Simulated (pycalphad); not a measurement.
CALPHAD calculation (pycalphad, COST 507 light-alloy database (1999)), 1 atm. These are 1990s assessments: newer ones move some temperatures and phases. Phase fractions are per mole of atoms. Kinetics are ignored, which matters at the lower temperatures.

Q: Give the equilibrium state of Ti-1.31Hf-3.95B (at.%) at 417 °C.

A: 
```
T = 690.00 K, P = 101325 Pa, N = 1 mol of atoms
G = -32363 J/mol, H = 4371 J/mol, S = 53.24 J/(mol K)  (SER reference)
chemical potentials (J/mol): Ti -26300, Hf -53283, B -170850
phase             fraction      x(Ti)      x(Hf)       x(B)
HCP_A3              0.9216     0.9855     0.0142   0.000306
BM                  0.0784     0.4996   0.000423     0.5000
```

Q: Give the equilibrium state of Ti-1.31Hf-3.95B (at.%) at 1177 °C.

A: bcc, fraction 0.924, with 1.4 Hf, 0.17 B at.%; BM, fraction 0.076, with 0.11 Hf, 50.0 B at.%.

Database names, with the compositions (at.%) that they take in these runs: BM: Ti 50 B 50. HCP_A3 is hcp.
